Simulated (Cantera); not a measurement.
An adiabatic, constant-pressure homogeneous reactor starts with CO : H2 : O2 : N2 = 1 : 0.31 : 0.963 : 3.37 (molar parts), equivalence ratio 0.68, at 1325 K and 10.0 bar. Integrator tolerance rtol = 1e-08.

Computed with Cantera and GRI-Mech 3.0 (53 species, 325 reactions). The hydrogen kinetics of GRI-Mech 3.0 are dated; newer H2 mechanisms differ, most at raised pressure.

### Question
What does this change do: pressure from 10.0 bar to 8.40 bar?

### Answer
| quantity | before | after |
|---|---|---|
| time of steepest temperature rise | 6.63 µs | 7.09 µs |
| temperature at 0.200 s | 2753 K | 2744 K |
| equilibrium temperature | 2753 K | 2744 K |
| x(CO) at 0.200 s | 0.0269 (gas-phase equilibrium 0.0269) | 0.0279 (gas-phase equilibrium 0.0279) |
| x(H2) at 0.200 s | 0.00126 (gas-phase equilibrium 0.00126) | 0.00132 (gas-phase equilibrium 0.00132) |
| x(O2) at 0.200 s | 0.0622 (gas-phase equilibrium 0.0622) | 0.0626 (gas-phase equilibrium 0.0626) |
| x(NO) at 0.200 s | 0.0171 (gas-phase equilibrium 0.0171) | 0.0170 (gas-phase equilibrium 0.0170) |
| x(H2O2) at 0.200 s | 4.99e-7 (gas-phase equilibrium 4.99e-7) | 4.50e-7 (gas-phase equilibrium 4.50e-7) |
| x(H2O) at 0.200 s | 0.0548 (gas-phase equilibrium 0.0548) | 0.0545 (gas-phase equilibrium 0.0545) |

### Question
What does this change do: constant volume in place of constant pressure?

### Answer
```json
[
 {"quantity": "time of steepest temperature rise", "before": "6.63 µs", "after": "6.44 µs"},
 {"quantity": "temperature at 0.200 s", "before": "2753 K", "after": "2939 K"},
 {"quantity": "equilibrium temperature", "before": "2753 K", "after": "2939 K"},
 {"quantity": "x(CO) at 0.200 s", "before": "0.0269 (gas-phase equilibrium 0.0269)", "after": "0.0372 (gas-phase equilibrium 0.0372)"},
 {"quantity": "x(H2) at 0.200 s", "before": "0.00126 (gas-phase equilibrium 0.00126)", "after": "0.00170 (gas-phase equilibrium 0.00170)"},
 {"quantity": "x(O2) at 0.200 s", "before": "0.0622 (gas-phase equilibrium 0.0622)", "after": "0.0633 (gas-phase equilibrium 0.0633)"},
 {"quantity": "x(NO) at 0.200 s", "before": "0.0171 (gas-phase equilibrium 0.0171)", "after": "0.0221 (gas-phase equilibrium 0.0221)"},
 {"quantity": "x(H2O2) at 0.200 s", "before": "4.99e-7 (gas-phase equilibrium 4.99e-7)", "after": "9.32e-7 (gas-phase equilibrium 9.32e-7)"},
 {"quantity": "x(H2O) at 0.200 s", "before": "0.0548 (gas-phase equilibrium 0.0548)", "after": "0.0523 (gas-phase equilibrium 0.0523)"}
]
```
